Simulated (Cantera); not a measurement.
A perfectly stirred reactor is fed with 1.68 % CO, 3.82 % O2, 1.40 % H2O, 93.1 % N2, at 720 Torr; it is held at 1275 K, and followed from long to short residence time.

Detailed kinetics in Cantera: GRI-Mech 3.0 (53 species, 325 reactions).

One state of this run: x CO = 0.00197; x O2 = 0.0309; x H2O = 0.0139; x H2O2 = 2.03e-7; x O = 0.000142; x NO2 = 1.10e-9; x H = 2.89e-5. x: mole fraction; the columns are a selection and need not sum to one.

Question: Which value of τ (s) does it belong to?
A. 0.036
B. 0.014
C. 0.61
D. 0.022

Answer: D, 0.022
